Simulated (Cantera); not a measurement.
A closed system holds: 1 mol HMDSO, 0.14 mol O3, 84 mol H2, 0.63 mol O2, equilibrated at 0.330 bar.

Equilibrium computed with Cantera from the NASA thermochemical tables; the gas is ideal and each condensed phase is pure. Candidate condensed phases: C, C6H6, C7H8, C8H18, H2O, Si, SiC, SiO2; 123 gas species. The feed counts by its element totals alone. Mutual solubility and eutectic melting of coexisting phases are not modelled. The tables hold silica as quartz up to 1696 K and as liquid above; real silica turns to tridymite and cristobalite and melts near 1996 K. Kinetics and transport are ignored.

### Question
At 1248 K, list the 3 most abundant gas species with their mole fractions, and the condensed phases.

### Answer
H2 0.996, CH4 0.00365, CO 0.000528. Condensed: C(graphite) + SiC(s) + SiO2(β-quartz).
